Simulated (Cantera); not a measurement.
Cantera with NASA thermochemical tables; ideal gases at 1 bar, condensed phases pure. Values are per mole of reaction as written; species without (g) are pure solids or liquids, kept so even where they would boil at 1 bar.

O(g) + NO(g) = NO2(g)

```json
[
 {"T (K)": "1975", "ΔH° (kJ)": "___", "ΔS° (J/K)": "___", "ΔG° (kJ)": "___", "log10 K": "___"},
 {"T (K)": "2075", "ΔH° (kJ)": "-311.0", "ΔS° (J/K)": "-141.1", "ΔG° (kJ)": "-18.2", "log10 K": "0.46"},
 {"T (K)": "2175", "ΔH° (kJ)": "-310.9", "ΔS° (J/K)": "-141.0", "ΔG° (kJ)": "-4.1", "log10 K": "0.10"},
 {"T (K)": "2275", "ΔH° (kJ)": "-310.8", "ΔS° (J/K)": "-141.0", "ΔG° (kJ)": "10.0", "log10 K": "-0.23"},
 {"T (K)": "2375", "ΔH° (kJ)": "-310.7", "ΔS° (J/K)": "-140.9", "ΔG° (kJ)": "24.1", "log10 K": "-0.53"},
 {"T (K)": "2475", "ΔH° (kJ)": "-310.5", "ΔS° (J/K)": "-140.9", "ΔG° (kJ)": "38.2", "log10 K": "-0.81"},
 {"T (K)": "2575", "ΔH° (kJ)": "-310.3", "ΔS° (J/K)": "-140.8", "ΔG° (kJ)": "52.3", "log10 K": "-1.06"},
 {"T (K)": "2675", "ΔH° (kJ)": "-310.1", "ΔS° (J/K)": "-140.7", "ΔG° (kJ)": "66.3", "log10 K": "-1.30"},
 {"T (K)": "2775", "ΔH° (kJ)": "___", "ΔS° (J/K)": "___", "ΔG° (kJ)": "___", "log10 K": "___"},
 {"T (K)": "2875", "ΔH° (kJ)": "-309.7", "ΔS° (J/K)": "-140.6", "ΔG° (kJ)": "94.5", "log10 K": "-1.72"},
 {"T (K)": "2975", "ΔH° (kJ)": "-309.5", "ΔS° (J/K)": "-140.5", "ΔG° (kJ)": "108.5", "log10 K": "-1.91"}
]
```

**Question.** Some entries are withheld; supply them.

**Answer.** 
- 1975, ΔH° (kJ): -311.1
- 1975, ΔS° (J/K): -141.1
- 1975, ΔG° (kJ): -32.3
- 1975, log10 K: 0.86
- 2775, ΔH° (kJ): -309.9
- 2775, ΔS° (J/K): -140.7
- 2775, ΔG° (kJ): 80.4
- 2775, log10 K: -1.51
